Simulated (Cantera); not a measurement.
Input (Python, Cantera) and output of one run.

```python
import numpy as np
import cantera as ct

gas_names = [...]  # 110 gases of nasa_gas.yaml made of C, H, O
cond_names = """
    C(gr) C6H6(L) C7H8(L) C8H18(L),n-octa H2O(s) H2O(L)
""".split()


# ... load() reads the species with a 1 bar reference pressure and builds the phases ...
atoms = {
    'CO': {'C': 1, 'O': 1},
    'O2': {'O': 2},
    'H2': {'H': 2},
}
top_T = {'C(gr)': 4500}  # K; cautious upper limits of use, not melting points


# ... equilibrate(T, P, feed) seeds the gas with the atoms and calls Mixture.equilibrate('TP', solver="vcs", rtol=1e-11, max_steps=5000) ...
results = []
feed = {'CO': 1, 'O2': 0.0095, 'H2': 22}  # mol
T = 2873  # K
for P in [10, 100, 1000, 10000, 100000, 1000000, 10000000]:
    mix = equilibrate(T, P, feed)
    results.append((T, P, feed, dict(zip(mix.species_names, mix.species_moles))))

top = {s: max(r[3][s] / sum(r[3][g] for g in gas_names) for r in results) for s in gas_names}
cols = sorted((s for s in top if top[s] > 0.0001), key=lambda s: -top[s])[:6]
seen = [c for c in cond_names if any(r[3].get(c, 0) > 1e-12 for r in results)]
print("log10 of partial pressures in bar; condensed amounts in mol")
print(f"{'P/Pa':>10s}" + "".join(f"{s[:9]:>10s}" for s in cols + seen))
for T, P, feed, n in results:
    ng = sum(n[g] for g in gas_names)
    print(f"{P:10.4g}" + "".join(f"{np.log10(max(n[s] / ng * P / 1e5, 1e-99)):10.3f}" for s in cols)
          + "".join(f"{n.get(c, 0):10.4g}" for c in seen))
```

Result:

```
log10 of partial pressures in bar; condensed amounts in mol
      P/Pa         H        H2        CO       H2O         O       CH4
        10    -4.014    -6.071    -5.650   -10.762    -7.377   -22.107
       100    -3.045    -4.133    -4.623    -7.858    -6.411   -18.169
      1000    -2.207    -2.457    -3.523    -5.574    -5.803   -14.328
     1e+04    -1.560    -1.163    -2.426    -4.211    -5.734   -10.712
     1e+05    -1.011    -0.065    -1.383    -3.123    -5.744    -7.463
     1e+06    -0.495     0.966    -0.369    -2.093    -5.745    -4.385
     1e+07     0.009     1.976     0.632    -0.903    -5.564    -1.545
```

Method: chemical equilibrium by Gibbs-energy minimisation in Cantera with the NASA 1993 tables (ideal gas, pure condensed phases). The ideal-gas law is rough above about 30 bar.
